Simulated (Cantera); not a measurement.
Feed: 1 mol HMDSO, 0.52 mol O₃, 4 mol H₂, equilibrated at 0.0133 bar.

These are equilibrium values from Cantera (NASA tables, ideal gas, pure condensed phases), not measurements of a reactor. Candidate condensed phases: C, C₆H₆, C₇H₈, C₈H₁₈, H₂O, Si, SiC, SiO₂; 123 gas species. The feed counts by its element totals alone. Mutual solubility and eutectic melting of coexisting phases are not modelled. The numbers say what is thermodynamically allowed, not how fast it happens.

Task: At 1123 K, list the 3 most abundant gas species with their mole fractions, and the condensed phases.

Result: H₂ 0.999, CO 0.000511, CH₄ 0.000391. Condensed: C(graphite) + SiC(s) + SiO₂(β-quartz).
